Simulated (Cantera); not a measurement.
An adiabatic, constant-pressure homogeneous reactor starts with CO : H2 : CH4 : O2 : N2 = 1 : 0.27 : 0.042 : 0.479 : 3.5 (molar parts), equivalence ratio 1.5, at 1400 K and 5.00 bar. Integrator tolerance rtol = 1e-08.

Detailed kinetics in Cantera: GRI-Mech 3.0 (53 species, 325 reactions).

Problem. What does this change do: initial temperature 1400 to 1623 K?

Solution. 
```tsv
quantity	before	after
time of steepest temperature rise	13.7 µs	5.57 µs
temperature at 2.00 s	2604 K	2736 K
equilibrium temperature	2604 K	2736 K
x(CO) at 2.00 s	0.0951 (gas-phase equilibrium 0.0951)	0.101 (gas-phase equilibrium 0.101)
x(H2) at 2.00 s	0.00780 (gas-phase equilibrium 0.00780)	0.00812 (gas-phase equilibrium 0.00812)
x(CH4) at 2.00 s	<1e-12 (gas-phase equilibrium <1e-12)	<1e-12 (gas-phase equilibrium <1e-12)
x(C2H2) at 2.00 s	<1e-12 (gas-phase equilibrium <1e-12)	<1e-12 (gas-phase equilibrium <1e-12)
x(NO) at 2.00 s	0.00196 (gas-phase equilibrium 0.00196)	0.00389 (gas-phase equilibrium 0.00389)
x(NO2) at 2.00 s	2.64e-7 (gas-phase equilibrium 2.64e-7)	7.54e-7 (gas-phase equilibrium 7.54e-7)
```
